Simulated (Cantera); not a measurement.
What does this Cantera script print?

```python
import numpy as np
import cantera as ct

gas_names = [...]  # 151 gases of nasa_gas.yaml made of C, H, N, O, Si
cond_names = """
    C(gr) C6H6(L) C7H8(L) C8H18(L),n-octa H2O(s) H2O(L) Si(cr) Si(L) SiC(b) SiO2(Lqz) SiO2(hqz) SiO2(L)
    Si2N2O(s) Si3N4(a)
""".split()


# ... load() reads the species with a 1 bar reference pressure and builds the phases ...
atoms = {
    'Si3N4': {'Si': 3, 'N': 4},
    'H2O': {'H': 2, 'O': 1},
    'H2': {'H': 2},
    'CO2': {'C': 1, 'O': 2},
}
top_T = {'C(gr)': 4500, 'SiC(b)': 3050, 'Si2N2O(s)': 2100, 'Si3N4(a)': 2400}  # K; cautious upper limits of use, not melting points


# ... equilibrate(T, P, feed) seeds the gas with the atoms and calls Mixture.equilibrate('TP', solver="vcs", rtol=1e-11, max_steps=5000) ...
results = []
feed = {'Si3N4': 1, 'H2O': 4.2, 'H2': 320, 'CO2': 3.3}  # mol
T = 2000  # K
for P in [0.1, 1, 10, 100, 1000, 10000, 100000, 1000000]:
    mix = equilibrate(T, P, feed)
    results.append((T, P, feed, dict(zip(mix.species_names, mix.species_moles))))

top = {s: max(r[3][s] / sum(r[3][g] for g in gas_names) for r in results) for s in gas_names}
cols = sorted((s for s in top if top[s] > 1e-05), key=lambda s: -top[s])[:7]
seen = [c for c in cond_names if any(r[3].get(c, 0) > 1e-12 for r in results)]
print("log10 of partial pressures in bar; condensed amounts in mol")
print(f"{'P/Pa':>10s}" + "".join(f"{s[:9]:>10s}" for s in cols + seen))
for T, P, feed, n in results:
    ng = sum(n[g] for g in gas_names)
    print(f"{P:10.4g}" + "".join(f"{np.log10(max(n[s] / ng * P / 1e5, 1e-99)):10.3f}" for s in cols)
          + "".join(f"{n.get(c, 0):10.4g}" for c in seen))
```

It prints:

```
log10 of partial pressures in bar; condensed amounts in mol
      P/Pa        H2         H       H2O        CO       SiO        N2         O   SiO2(L)
       0.1    -6.662    -6.120    -8.432    -8.215    -8.255    -8.431    -8.484         0
         1    -5.238    -5.408    -7.007    -7.100    -7.140    -7.316    -8.483         0
        10    -4.088    -4.833    -5.912    -6.038    -6.078    -6.254    -8.538         0
       100    -3.039    -4.309    -4.883    -5.015    -5.056    -5.232    -8.558         0
      1000    -2.024    -3.801    -3.874    -4.008    -4.048    -4.224    -8.564         0
     1e+04    -1.019    -3.298    -2.871    -3.006    -3.046    -3.222    -8.566         0
     1e+05    -0.015    -2.797    -1.963    -2.004    -2.195    -2.220    -8.662    0.8799
     1e+06     0.990    -2.294    -1.239    -1.001    -1.914    -1.218    -8.943     2.597
```

Cantera equilibrium calculation (NASA polynomials, part measured and part estimated; ideal gas, pure solids and liquids). The tables hold silica as quartz up to 1696 K and as liquid above; real silica turns to tridymite and cristobalite and melts near 1996 K. Gases not in the tables: Si(OH)4.
